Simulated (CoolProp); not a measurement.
R142b at 256.38 K and 0.499 MPa flows at 1.2 m/s in a round tube of 20 mm bore and 15 µm roughness, fully developed (64/Re and Nu = 3.66 if laminar; Colebrook and Gnielinski if turbulent). Each further row changes one setting.

Computed with CoolProp (reference Helmholtz-energy equation of state, Lemmon 2006). It is a short technical equation, of lower accuracy than the large ones.

```json
[
 {"case": "as stated", "Reynolds number": "77900", "Darcy friction factor": "?", "pressure drop (Pa/m)": "?", "heat-transfer coefficient (W/(m² K))": "?", "mass flow (kg/h)": "?"},
 {"case": "velocity 2.4 m/s", "Reynolds number": "156000", "Darcy friction factor": "0.0204", "pressure drop (Pa/m)": "3560", "heat-transfer coefficient (W/(m² K))": "?", "mass flow (kg/h)": "?"},
 {"case": "diameter 40 mm", "Reynolds number": "156000", "Darcy friction factor": "?", "pressure drop (Pa/m)": "407", "heat-transfer coefficient (W/(m² K))": "1950", "mass flow (kg/h)": "?"}
]
```

Task: What belongs in the gaps?

Result: 
- as stated, Darcy friction factor: 0.0219
- as stated, pressure drop (Pa/m): 956
- as stated, heat-transfer coefficient (W/(m² K)): 2180
- as stated, mass flow (kg/h): 1640
- velocity 2.4 m/s, heat-transfer coefficient (W/(m² K)): 4170
- velocity 2.4 m/s, mass flow (kg/h): 3290
- diameter 40 mm, Darcy friction factor: 0.0187
- diameter 40 mm, mass flow (kg/h): 6570

Viscosity comes from a separate model (Huber 2003), an estimate that may be off by 10 % or more. Thermal conductivity comes from a separate model (Huber 2003), an estimate that may be off by 10 % or more.
